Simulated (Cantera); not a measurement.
## Equilibrium for silicon etching in halogen gases: Si + HCl

Feed: 1 mol Si, 1.1 mol HCl, held at 49.0 Pa.

Cantera equilibrium calculation (NASA polynomials, part measured and part estimated; ideal gas, pure solids and liquids). Candidate condensed phases: Si; 19 gas species. The tables' values for SiCl3 are old estimates; treat these amounts as uncertain. Rates play no part.

| T (°C) | x H2 | x SiCl4 | x HCl | x SiHCl3 | x SiCl3 | x SiCl2 | n Si(s) |
|---|---|---|---|---|---|---|---|
| 402 | 0.659 | 0.320 | 0.00143 | 0.0193 | 3.74e-5 | 1.99e-6 | 0.721 |
| 427 | 0.659 | 0.320 | 0.00226 | 0.0191 | 7.32e-5 | 5.52e-6 | 0.721 |
| 452 | 0.658 | 0.319 | 0.00345 | 0.0188 | 0.000136 | 1.42e-5 | 0.722 |
| 477 | 0.657 | 0.319 | 0.00511 | 0.0186 | 0.000244 | 3.44e-5 | 0.722 |
| 502 | 0.655 | 0.318 | 0.00738 | 0.0183 | 0.000420 | 7.86e-5 | 0.723 |
| 527 | 0.653 | 0.317 | 0.0104 | 0.0180 | 0.000697 | 0.000170 | 0.723 |
| 552 | 0.651 | 0.316 | 0.0143 | 0.0177 | 0.00112 | 0.000350 | 0.724 |
| 577 | 0.647 | 0.313 | 0.0194 | 0.0174 | 0.00175 | 0.000690 | 0.725 |
| 602 | 0.643 | 0.310 | 0.0257 | 0.0170 | 0.00265 | 0.00131 | 0.726 |
x: gas mole fraction; n: condensed amount in mol.

From 402 °C to 602 °C the condensed part is Si(s). The main Si-bearing gas is SiCl4 throughout.
